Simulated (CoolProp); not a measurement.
The fluid at 293.15 K and 7.07 MPa flows at 0.44 m/s in a round tube of 20 mm bore and 1.5 µm roughness, fully developed (64/Re and Nu = 3.66 if laminar; Colebrook and Gnielinski if turbulent). The same conditions are run with several fluids, on thermodynamics alone (safety and materials aside).

Model: reference Helmholtz-energy equation of state of each fluid (methane: Setzmann 1991; CF4 (R14): Platzer 1990; dry air: Lemmon 2000; oxygen: Schmidt 1985; C2F6 (R116): Lemmon 2006), in CoolProp. The equations of Platzer and Polt are older, rougher fits. Blends and air are pseudo-pure fits.

```
fluid        Reynolds number  Darcy friction factor  pressure drop (Pa/m)  heat-transfer coefficient (W/(m² K))  mass flow (kg/h)
-----------  ---------------  ---------------------  --------------------  ------------------------------------  ----------------
methane           (withheld)             (withheld)                  5.79                            (withheld)              26.3
CF4 (R14)         (withheld)                 0.0177                  29.7                                   321               173
dry air                38200                 0.0224                  9.25                                   130        (withheld)
oxygen                 38800                 0.0224                  10.5                            (withheld)              48.2
C2F6 (R116)       (withheld)                 0.0187            (withheld)                                   874               560
```

Complete the blanks.


- methane, Reynolds number: 37000
- methane, Darcy friction factor: 0.0226
- methane, heat-transfer coefficient (W/(m² K)): 188
- CF4 (R14), Reynolds number: 122000
- dry air, mass flow (kg/h): 42.4
- oxygen, heat-transfer coefficient (W/(m² K)): 135
- C2F6 (R116), Reynolds number: 92700
- C2F6 (R116), pressure drop (Pa/m): 102

Transport values come from each fluid's own correlations; those of CF4 (R14), C2F6 (R116) are estimates that may be off by 10 % or more.
